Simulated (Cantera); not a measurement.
Charge: 1 mol SiCl4, 0.57 mol Cl2, 0.81 mol H2, 3.5 mol HCl, equilibrated at 7.00 bar.

Cantera equilibrium calculation (NASA polynomials, part measured and part estimated; ideal gas, pure solids and liquids). Candidate condensed phases: Si; 19 gas species. The tables' values for SiCl3 are old estimates; treat these amounts as uncertain. Equilibrium is a limit: real reactors are often held back by kinetics, nucleation or transport. All values below are at 1273 K.

Base state: HCl 0.790, SiCl4 0.170, H2 0.0404, SiHCl3 0.000346, SiCl3 0.000177 (mole fractions); condensed: gas only.

### Question
What changes in the equilibrium state with this change: H2 from 0.81 to 8.1 mol?

### Answer
| species | before | after |
|---|---|---|
| H2 | 0.0404 | 0.567 |
| HCl | 0.790 | 0.357 |
| SiCl4 | 0.170 | 0.0707 |
| SiH2Cl2 | 9.80e-8 | 3.93e-5 |
| SiCl2 | 1.20e-6 | 3.44e-5 |
